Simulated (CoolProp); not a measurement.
Vapour pressure (bar) of acetone: the reference equation beside estimates from Tc = 508.1 K, pc = 46.92 bar, ω = 0.307. Clausius-Clapeyron is anchored at 262.2 K with a constant enthalpy of vaporisation of 33.07 kJ/mol.

Computed with CoolProp (reference Helmholtz-energy equation of state, Lemmon 2006). It is a short technical equation, of lower accuracy than the large ones.

| T (K) | reference | Clausius-Clapeyron | Soave-Redlich-Kwong | Peng-Robinson |
|---|---|---|---|---|
| 262.2 | 0.05058 | 0.05058 | 0.04647 | 0.04988 |
| 284 | 0.1610 | 0.1620 | 0.1519 | 0.1588 |
| 305.9 | 0.4249 | 0.4416 | 0.4097 | 0.4197 |
| 327.7 | 0.9615 | 1.049 | 0.9431 | 0.9523 |
| 349.5 | 1.935 | 2.236 | 1.924 | 1.924 |
| 371.4 | 3.558 | 4.374 | 3.577 | 3.551 |
| 393.2 | 6.055 | 7.920 | 6.137 | 6.067 |
| 415.1 | 9.723 | 13.51 | 9.911 | 9.779 |
| 436.9 | 14.84 | 21.78 | 15.17 | 14.97 |
| 458.8 | 21.81 | 33.64 | 22.29 | 22.04 |

Absolute difference from the reference over all 10 rows, mean and median: Clausius-Clapeyron 22.3 and 19.2 %, Soave-Redlich-Kwong 2.8 and 2.1 %, Peng-Robinson 0.8 and 0.9 %.
